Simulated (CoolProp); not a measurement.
Vapour-liquid equilibrium of R1234yf (1) + isobutane (2) at 2.73 bar; x and y are mole fractions of (1).

The numbers come from the multi-fluid Helmholtz-energy mixture model, Lemmon 2022 and Bücker 2006; pair parameters Bell 2016 in CoolProp.

**Question.** Give the bubble temperature and the first vapour's composition at x = 0.05, 0.275, 0.5. Is there an azeotrope?

**Answer.** x = 0.05: 11.1 °C, y = 0.190; x = 0.275: 0.2 °C, y = 0.523; x = 0.5: -3.2 °C, y = 0.647. y crosses x between x = 0.8 and 0.875: the model has an azeotrope there.

The pair parameters rest on a limited set of measurements; away from them the model extrapolates.
